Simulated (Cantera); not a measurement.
A perfectly stirred reactor is fed with H₂ : O₂ : N₂ : H₂O = 1 : 0.61 : 2.29 : 0.15 (molar parts), equivalence ratio 0.82, at 7500 Torr; it is adiabatic with a 450 K inlet, and is followed from long to short residence time, starting on the burning branch (τ in s: 0.22, 0.055, 0.014, 0.0035, 0.00089, 0.00023, 5.7e-05, 1.5e-05, 3.7e-06).

Cantera simulation using GRI-Mech 3.0 (53 species, 325 reactions); the numbers are that mechanism's predictions, not measurements. The hydrogen kinetics of GRI-Mech 3.0 are dated; newer H2 mechanisms differ, most at raised pressure.

x: mole fraction; the columns are a selection and need not sum to one.

```
τ (s)    T (K)      x H₂    x O₂      x NO       x H   x H₂O₂  x H₂O
-------  -----  --------  ------  --------  --------  -------  -----
0.22      2247  0.000926  0.0284   0.00394   7.11e-5  6.60e-7  0.321
0.055     2249  0.000947  0.0290   0.00268   7.37e-5  6.75e-7  0.321
0.014     2251   0.00101  0.0298   0.00116   8.09e-5  7.00e-7  0.320
0.0035    2250         …  0.0302         …         …  7.52e-7  0.320
0.00089   2242   0.00200  0.0305  0.000144  0.000194  9.00e-7  0.319
0.00023   2221   0.00396  0.0310   7.20e-5  0.000509  1.26e-6  0.315
5.7e-5    2171   0.00846  0.0325   4.20e-5   0.00158  1.97e-6  0.308
1.5e-5    2079    0.0166  0.0359   3.05e-5   0.00444  3.00e-6  0.295
3.7e-6       …         …       …         …         …        …      …
```

Task: Some entries are withheld; supply them.

Result: 
- 0.0035, x H₂: 0.00125
- 0.0035, x NO: 0.000381
- 0.0035, x H: 0.000105
- 3.7e-6, T (K): 1907
- 3.7e-6, x H₂: 0.0321
- 3.7e-6, x O₂: 0.0437
- 3.7e-6, x NO: 2.33e-5
- 3.7e-6, x H: 0.0110
- 3.7e-6, x H₂O₂: 4.93e-6
- 3.7e-6, x H₂O: 0.271
